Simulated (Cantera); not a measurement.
Source: NASA polynomial tables (part measured, part estimated), evaluated in Cantera. Values are per mole of reaction as written; species without (g) are pure solids or liquids, kept so even where they would boil at 1 bar. VN: taken at fixed stoichiometry.

2 VN + 5 H₂O(g) = V₂O₄ + N₂O(g) + 10 H(g), with ΔH° = 2478.0 kJ and ΔS° = 452.7 J/K at 300 K.

How far is the shortcut ΔG° ≈ ΔH°(300 K) − T·ΔS°(300 K) from the full temperature-dependent value at 1175, 1225, 1275, 1325, 1375, 1425, 1475, 1525, 1575, 1625, 1675 K?


```csv
T (K),shortcut (kJ),full (kJ),difference (kJ),difference in log10 K
1175,1946.1,1833.2,112.8,-5.01
1225,1923.4,1800.9,122.5,-5.22
1275,1900.8,1768.3,132.4,-5.43
1325,1878.1,1735.6,142.5,-5.62
1375,1855.5,1702.7,152.8,-5.81
1425,1832.9,1669.6,163.2,-5.98
1475,1810.2,1636.4,173.8,-6.16
1525,1787.6,1603.0,184.6,-6.32
1575,1765.0,1569.5,195.4,-6.48
1625,1742.3,1535.9,206.4,-6.64
1675,1719.7,1502.1,217.6,-6.78
```
The shortcut ignores the heat-capacity change of the reaction.
